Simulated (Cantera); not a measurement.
Standard-state values (1 bar) from the NASA 1993 polynomials, evaluated with Cantera. Values are per mole of reaction as written; species without (g) are pure solids or liquids, kept so even where they would boil at 1 bar.

**Question.** Between 775 and 1375 K, where is each reaction favourable under standard conditions?
- 3 O(g) + N2O(g) = 2 NO2(g)

**Answer.** 
- 3 O(g) + N2O(g) = 2 NO2(g): ΔG° is -581 kJ at 775 K and -432 kJ at 1375 K; it stays negative (K > 1). ΔH° is -778 kJ and ΔS° -252 J/K at 1375 K.
